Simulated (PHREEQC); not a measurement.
A solution holds 0.27 mol/kgw HF, 0.0017 mol/kgw NaF and 0.00053 mol/kgw H2SiF6, at 25 °C. It is in equilibrium with CO2 at log p = -3.5 (atm). Otherwise closed; pH follows from the charge balance.

The numbers come from PHREEQC with the ion-association model, phreeqc.dat.

```
Quantity                   Value
----------------  --------------
pH                          1.75
ionic strength    0.0221 mol/kgw
total alkalinity     -273 meq/kg
```

| species | molality | activity | log γ |
|---|---|---|---|
| HF | 0.241 | 0.242 | 0.002 |
| H+ | 0.0199 | 0.0176 | -0.053 |
| F- | 0.0107 | 0.00918 | -0.065 |
| HF2- | 0.00987 | 0.00854 | -0.063 |
| Na+ | 0.00169 | 0.00147 | -0.061 |
| SiF6-2 | 0.000530 | 0.000302 | -0.244 |
| CO2 | 1.07e-5 | 1.08e-5 | 0.002 |
| NaF | 7.72e-6 | 7.76e-6 | 0.002 |

This is a speciation only: nothing precipitates in the calculation. SiF6-2 is the database's only silicon fluoride.
